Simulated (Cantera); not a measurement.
What does this Cantera script print?

```python
import numpy as np
import cantera as ct

gas_names = """
    CL CLO CL2 N NO NO2 NO3 N2 N2O O O2 O3 Si SiCL SiCL2 SiCL3 SiCL4 SiN SiO SiO2 Si2 Si2N Si3
""".split()
cond_names = """
    Si(cr) Si(L) SiO2(Lqz) SiO2(hqz) SiO2(L) Si2N2O(s) Si3N4(a)
""".split()


# ... load() reads the species with a 1 bar reference pressure and builds the phases ...
atoms = {
    'SiO2': {'Si': 1, 'O': 2},
    'Cl2': {'CL': 2},
    'N2': {'N': 2},
}
top_T = {'Si2N2O(s)': 2100, 'Si3N4(a)': 2400}  # K; cautious upper limits of use, not melting points


# ... equilibrate(T, P, feed) seeds the gas with the atoms and calls Mixture.equilibrate('TP', solver="vcs", rtol=1e-11, max_steps=5000) ...
results = []
feed = {'SiO2': 1, 'Cl2': 2, 'N2': 3.8}  # mol
P = 13332.2  # Pa
for T in [825, 925, 1025, 1125, 1225, 1325, 1425]:
    mix = equilibrate(T, P, feed)
    results.append((T, P, feed, dict(zip(mix.species_names, mix.species_moles))))

top = {s: max(r[3][s] / sum(r[3][g] for g in gas_names) for r in results) for s in gas_names}
cols = sorted((s for s in top if top[s] > 0.0001), key=lambda s: -top[s])[:7]
seen = [c for c in cond_names if any(r[3].get(c, 0) > 1e-12 for r in results)]
print("log10 of partial pressures in bar; condensed amounts in mol")
print(f"{'T/K':>10s}" + "".join(f"{s[:9]:>10s}" for s in cols + seen))
for T, P, feed, n in results:
    ng = sum(n[g] for g in gas_names)
    print(f"{T:10.4g}" + "".join(f"{np.log10(max(n[s] / ng * P / 1e5, 1e-99)):10.3f}" for s in cols)
          + "".join(f"{n.get(c, 0):10.4g}" for c in seen))
```

Output:

```
log10 of partial pressures in bar; condensed amounts in mol
       T/K        N2       CL2        CL     SiCL4        O2 SiO2(Lqz) SiO2(hqz)
       825    -1.059    -1.338    -5.453    -7.905    -7.910         1         0
       925    -1.059    -1.338    -4.605    -7.060    -7.069         0         1
      1025    -1.059    -1.338    -3.921    -6.382    -6.394         0         1
      1125    -1.059    -1.340    -3.358    -5.825    -5.843         0    0.9999
      1225    -1.061    -1.346    -2.887    -5.364    -5.386         0    0.9998
      1325    -1.064    -1.359    -2.491    -4.979    -5.009         0    0.9995
      1425    -1.070    -1.385    -2.156    -4.664    -4.700         0     0.999
```

Cantera equilibrium calculation (NASA polynomials, part measured and part estimated; ideal gas, pure solids and liquids). The tables hold silica as quartz up to 1696 K and as liquid above; real silica turns to tridymite and cristobalite and melts near 1996 K.
